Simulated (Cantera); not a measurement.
Source: NASA polynomial tables (part measured, part estimated), evaluated in Cantera. Values are per mole of reaction as written; species without (g) are pure solids or liquids, kept so even where they would boil at 1 bar.

NaCl(g) = Cl(g) + Na, with ΔH° = 302.7 kJ and ΔS° = -13.2 J/K at 300 K.

### Question
How far is the shortcut ΔG° ≈ ΔH°(300 K) − T·ΔS°(300 K) from the full temperature-dependent value at 373, 473, 573, 673, 773, 873, 973, 1073 K?

### Answer
| T (K) | shortcut (kJ) | full (kJ) | difference (kJ) | difference in log10 K | condensed phases |
|---|---|---|---|---|---|
| 373 | 307.7 | 307.5 | 0.1 | -0.02 | Na(l) |
| 473 | 309.0 | 307.6 | 1.4 | -0.15 | Na(l) |
| 573 | 310.3 | 307.3 | 3.0 | -0.27 | Na(l) |
| 673 | 311.6 | 306.8 | 4.9 | -0.38 | Na(l) |
| 773 | 313.0 | 306.0 | 7.0 | -0.47 | Na(l) |
| 873 | 314.3 | 305.0 | 9.3 | -0.56 | Na(l) |
| 973 | 315.6 | 303.9 | 11.7 | -0.63 | Na(l) |
| 1073 | 316.9 | 302.6 | 14.3 | -0.70 | Na(l) |
The shortcut ignores heat capacities and the phase changes listed.
